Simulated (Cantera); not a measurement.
Feed: 1 mol CH3SiH3, 0.11 mol C2H4, 53 mol H2, at 1827 °C and 8.90 mbar.

Equilibrium computed with Cantera from the NASA thermochemical tables; the gas is ideal and each condensed phase is pure. Candidate condensed phases: C, C6H6, C7H8, C8H18, Si, SiC; 87 gas species. The feed counts by its element totals alone. Gases not in the tables: Si2H6 and higher silanes. Rates play no part.

Base state: H2 0.965, H 0.0324, C2H2 (acetylene) 0.00139, Si 0.00117, SiC2 7.53e-5, SiH 5.88e-5, Si2C 4.78e-5, SiH2 1.37e-5 (mole fractions); condensed: C(graphite) + SiC(s).

### Question
What changes in the equilibrium state with this change: CH3SiH3 replaced by Si(CH3)4?

### Answer
```csv
species,before,after
H2,0.965,0.965
H,0.0324,0.0324
C2H2 (acetylene),0.00139,0.00139
SiH,5.88e-5,5.88e-5
SiH2,1.37e-5,1.37e-5
Si,0.00117,0.00117
SiC2,7.53e-5,7.53e-5
Si2C,4.78e-5,4.78e-5
"C(graphite), mol",0.129,3.12
"SiC(s), mol",0.919,0.915
```
